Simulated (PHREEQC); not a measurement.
Solution (25 °C): 0.0017 mol HCl, 0.12 mol LiCl and 0.0027 mol Na2SO4 per kg of water. Closed to the air; pH follows from the charge balance.

Equilibrium calculation in PHREEQC: ion-association model, phreeqc.dat.

The ionic strength comes out as 0.129 mol/kgw. What activity coefficients do Na+, Cl-, SO4-2, Li+, NaSO4- get?

Na+ 0.77, Cl- 0.75, SO4-2 0.34, Li+ 0.78, NaSO4- 0.77.

Precipitation was switched off in this run.
